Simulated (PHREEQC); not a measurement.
Make-up at 25 °C: 48 mmol/kgw HBr, 25 mmol/kgw CaCl2 and 25 mmol/kgw MgCl2. Closed to the air; pH follows from the charge balance.

Equilibrium calculation in PHREEQC: ion-association model, wateq4f.dat.

```tsv
quantity	before	after
pH	1.42	6.67
SI of Portlandite (Ca(OH)2)	-22.06	-11.55
```

**Question.** Which change was made?
(A) HBr replaced by KBr at the same molality
(B) CaCl2 from 0.025 to 0.0375 mol/kgw
(C) HBr from 0.048 to 0.0096 mol/kgw
(D) HBr from 0.048 to 0.024 mol/kgw
(E) MgCl2 left out

**Answer.** A, HBr replaced by KBr at the same molality

No solid was allowed to form.
